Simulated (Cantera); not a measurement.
An isothermal, constant-pressure homogeneous reactor starts with NO : N2 = 1 : 4.6 (molar parts), at 1825 K and 0.100 bar.

Computed with Cantera and GRI-Mech 3.0 (53 species, 325 reactions).

x: mole fraction; the columns are a selection and need not sum to one.

```tsv
t (s)	x NO	x NO2	x O2	x N2	x N2O
1.00e-6	0.179	<1e-12	<1e-12	0.821	9.20e-10
1.15e-5	0.179	1.26e-11	<1e-12	0.821	?
0.000132	0.179	?	8.53e-11	0.821	?
0.00151	0.179	1.74e-7	1.09e-8	0.821	1.32e-6
0.0173	0.179	6.34e-6	2.62e-6	0.821	9.26e-6
0.199	0.178	1.33e-5	0.000204	0.822	1.29e-5
2.28	0.173	1.87e-5	0.00271	0.824	1.21e-5
26.2	0.118	3.39e-5	0.0302	0.852	5.34e-6
300	0.00563	2.72e-6	0.0864	0.908	6.87e-8
```

Task: Some entries are withheld; supply them.

Result: 
- 1.15e-5, x N2O: 1.06e-8
- 0.000132, x NO2: 1.63e-9
- 0.000132, x N2O: 1.21e-7
